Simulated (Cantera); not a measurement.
An isothermal, constant-pressure homogeneous reactor starts with C₂H₆ : N₂ = 1 : 1.3 (molar parts), at 1500 K and 0.000237 atm. Integrator tolerance rtol = 1e-08.

Detailed kinetics in Cantera: GRI-Mech 3.0 (53 species, 325 reactions). GRI-Mech 3.0 stops at C3 and has no aromatics, soot or wall deposition, so with more carbon than oxygen in the feed, carbon stays in small species such as C2H2 where larger ones or solid carbon would form. Radical loss at walls, strong at low pressure, is not modelled.

Problem. What does this change do: N2 1.3 to 2.3 parts?

Solution. 
```csv
quantity,before,after
x(C₂H₆) at 300 s,6.74e-7 (gas-phase equilibrium 5.44e-12),5.77e-7 (gas-phase equilibrium 2.65e-12)
x(H) at 300 s,0.000276 (gas-phase equilibrium 0.000780),0.000222 (gas-phase equilibrium 0.000702)
x(C₂H₄) at 300 s,7.36e-5 (gas-phase equilibrium 5.66e-6),6.83e-5 (gas-phase equilibrium 3.39e-6)
x(HCN) at 300 s,4.30e-7 (gas-phase equilibrium 0.105),7.06e-7 (gas-phase equilibrium 0.111)
x(CH₂) at 300 s,1.20e-7 (gas-phase equilibrium 1.29e-9),1.11e-7 (gas-phase equilibrium 9.98e-10)
x(C₂H₂) at 300 s,0.227 (gas-phase equilibrium 0.180),0.183 (gas-phase equilibrium 0.133)
x(H₂) at 300 s,0.443 (gas-phase equilibrium 0.465),0.356 (gas-phase equilibrium 0.377)
```
